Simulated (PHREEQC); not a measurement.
30 mol of Thenardite (Na2SO4) is brought to equilibrium with 1 kg of water, with rising amounts of Na2CO3, at 50 °C. CO2 from the air is kept out. Only these solids could form: Thenardite.

Model: Pitzer model, pitzer.dat, run in PHREEQC.

| Na2CO3 added (mol) | pH | dissolved Na (mol/kgw) |
|---|---|---|
| 0 | 7.22 | 6.49 |
| 0.0417 | 10.53 | 6.50 |
| 0.0833 | 10.69 | 6.52 |
| 0.125 | 10.78 | 6.53 |
| 0.167 | 10.85 | 6.55 |
| 0.208 | 10.90 | 6.56 |
| 0.25 | 10.94 | 6.57 |
| 0.292 | 10.98 | 6.59 |
| 0.333 | 11.01 | 6.60 |
| 0.375 | 11.04 | 6.62 |
| 0.417 | 11.06 | 6.63 |
| 0.458 | 11.09 | 6.65 |
| 0.5 | 11.11 | 6.67 |

In brines, pH and single-ion activities rest on the MacInnes convention. Away from 25 °C the constants follow the database's enthalpies or fits; those with neither stay at their 25 °C values.
